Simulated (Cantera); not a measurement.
A closed system holds: 1 mol Si, 0.021 mol CO2, 42 mol H2, held at 0.510 Torr.

These are equilibrium values from Cantera (NASA tables, ideal gas, pure condensed phases), not measurements of a reactor. Candidate condensed phases: C, C6H6, C7H8, C8H18, H2O, Si, SiC, SiO2; 123 gas species. Mutual solubility and eutectic melting of coexisting phases are not modelled. Gases not in the tables: Si2H6 and higher silanes. Kinetics and transport are ignored.

x: gas mole fraction; n: condensed amount in mol.

| T (K) | x H2 | x H | x Si | x SiO | x SiH | n Si(s) | n SiC(s) | n Si(l) |
|---|---|---|---|---|---|---|---|---|
| 1548 | 0.998 | 0.00118 | 4.67e-5 | 0.000967 | 3.22e-6 | 0.937 | 0.0197 | 0 |
| 1598 | 0.997 | 0.00204 | 0.000138 | 0.000961 | 7.86e-6 | 0.934 | 0.0194 | 0 |
| 1648 | 0.995 | 0.00341 | 0.000379 | 0.000955 | 1.81e-5 | 0.923 | 0.0192 | 0 |
| 1698 | 0.992 | 0.00552 | 0.000966 | 0.000945 | 3.91e-5 | 0 | 0.0186 | 0.898 |
| 1748 | 0.988 | 0.00871 | 0.00214 | 0.000924 | 7.38e-5 | 0 | 0.0174 | 0.846 |
| 1798 | 0.981 | 0.0134 | 0.00454 | 0.000895 | 0.000134 | 0 | 0.0150 | (withheld) |
| 1848 | 0.969 | 0.0200 | 0.00923 | 0.000859 | 0.000236 | 0 | 0.0104 | (withheld) |
| 1898 | 0.951 | 0.0292 | 0.0181 | 0.000814 | 0.000401 | 0 | 0.000639 | (withheld) |
| 1948 | 0.935 | 0.0419 | 0.0209 | 0.000715 | 0.000405 | 0 | 0 | 0 |
| 1998 | 0.918 | 0.0590 | 0.0212 | 0.000598 | 0.000361 | 0 | 0 | 0 |

**Question.** Fill in the missing entries.

**Answer.** 
- 1798, n Si(l): 0.740
- 1848, n Si(l): 0.527
- 1898, n Si(l): 0.114
